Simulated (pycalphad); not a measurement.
CALPHAD calculation (pycalphad, COST 507 light-alloy database (1999)), 1 atm. The database dates from 1999; later assessments differ in places, in temperatures and in the compounds included. Phase fractions are per mole of atoms.

Q: Give the equilibrium state of Mg-16.17Si-2.467Cu (wt.%) at 800 K.

A: hcp, fraction 0.490, with <0.01 Si, 0.10 Cu wt.%; MG2SI, fraction 0.432, with 36.6 Si, no Cu wt.%; liquid, fraction 0.077, with 1.6 Si, 27.0 Cu wt.%.

Q: Give the equilibrium state of Mg-16.17Si-2.467Cu (wt.%) at 1200 K.

A: 
```
T = 1200.00 K, P = 101325 Pa, N = 1 mol of atoms
G = -68082 J/mol, H = 30185 J/mol, S = 81.89 J/(mol K)  (SER reference)
chemical potentials (J/mol): Mg -64956, Si -81690, Cu -135847
phase             fraction      x(Mg)      x(Si)      x(Cu)
LIQUID              0.9179     0.8608     0.1285     0.0107
MG2SI               0.0821     0.6667     0.3333       none
```

Database names, with the compositions (at.%) that they take in these runs: MG2SI: Mg 67 Si 33. An entry "none" or "no" means that the model of the phase leaves that element out.
